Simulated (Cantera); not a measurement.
What does this Cantera script print?

```python
import numpy as np
import cantera as ct

gas = ct.Solution("gri30.yaml")
gas.TPX = 475, 19000, {'C3H8': 1, 'O2': 4.2, 'N2': 12.5, 'CO2': 3.5}
flame = ct.FreeFlame(gas, width=0.13)
flame.set_refine_criteria(ratio=3, slope=0.08, curve=0.16)
flame.transport_model = "mixture-averaged"
flame.solve(loglevel=0, auto=True)
z, T = flame.grid, flame.T
thick = (T[-1] - T[0]) / np.gradient(T, z).max()
show = ['C3H8', 'O2', 'CO2', 'NO', 'O', 'CH4']
print(f"laminar burning velocity  {flame.velocity[0] * 100:.3f} cm/s")
print(f"burnt temperature         {T[-1]:.1f} K")
print(f"thermal thickness         {thick * 1e3:.4f} mm")
print(f"grid points               {len(z)}")
z0 = z[flame.heat_release_rate.argmax()]
print(f"{'z/mm':>9s}{'T/K':>9s}{'u/(m/s)':>9s}" + "".join(f"{s:>11s}" for s in show))
rows = []
for k in (-3, -2, -1.5, -1, -0.5, -0.25, 0, 0.25, 0.5, 1, 2, 4, 8):
    zz = z0 + k * thick
    rows.append([k * thick, np.interp(zz, z, T), np.interp(zz, z, flame.velocity),
                 *(np.interp(zz, z, flame.X[gas.species_index(s)]) for s in show)])
    print(f"{rows[-1][0] * 1e3:9.3f}{rows[-1][1]:9.1f}{rows[-1][2]:9.3f}" + "".join(f"{x:11.3e}" for x in rows[-1][3:]))
```

Result:

```
laminar burning velocity  84.405 cm/s
burnt temperature         2148.3 K
thermal thickness         1.6084 mm
grid points               155
     z/mm      T/K  u/(m/s)       C3H8         O2        CO2         NO          O        CH4
   -4.825    475.1    0.845  4.711e-02  1.978e-01  1.649e-01  1.346e-10  1.050e-15  6.009e-07
   -3.217    476.1    0.849  4.700e-02  1.972e-01  1.645e-01  2.053e-09  7.229e-13  7.758e-06
   -2.413    480.8    0.861  4.684e-02  1.960e-01  1.639e-01  1.077e-08  5.788e-11  3.552e-05
   -1.608    519.6    0.938  4.614e-02  1.903e-01  1.624e-01  9.044e-08  6.492e-09  2.263e-04
   -0.804    838.6    1.566  3.511e-02  1.537e-01  1.577e-01  9.741e-07  1.669e-06  1.550e-03
   -0.402   1217.2    2.357  1.330e-02  1.088e-01  1.567e-01  2.340e-06  5.360e-05  2.543e-03
    0.000   1587.3    3.158  5.359e-04  6.038e-02  1.610e-01  4.849e-06  6.355e-04  1.538e-03
    0.402   1752.0    3.506  8.675e-07  3.251e-02  1.690e-01  8.479e-06  2.325e-03  2.489e-04
    0.804   1788.6    3.576  1.904e-10  2.184e-02  1.765e-01  1.117e-05  3.616e-03  1.901e-05
    1.608   1809.6    3.606  1.448e-16  1.668e-02  1.847e-01  1.326e-05  4.030e-03  9.195e-08
    3.217   1834.3    3.645  6.245e-23  1.496e-02  1.891e-01  1.463e-05  3.785e-03  4.174e-11
    6.433   1869.7    3.705  3.569e-29  1.358e-02  1.915e-01  1.646e-05  3.286e-03  4.969e-15
   12.867   1919.7    3.791  5.903e-39  1.161e-02  1.947e-01  1.965e-05  2.588e-03  1.406e-16
```

Detailed kinetics in Cantera: GRI-Mech 3.0 (53 species, 325 reactions). GRI-Mech 3.0 was tuned for natural gas; its chemistry of propane as a main component is partial and can be far from experiment. Burning velocities carry a grid error of a few per cent, more on coarse grids.
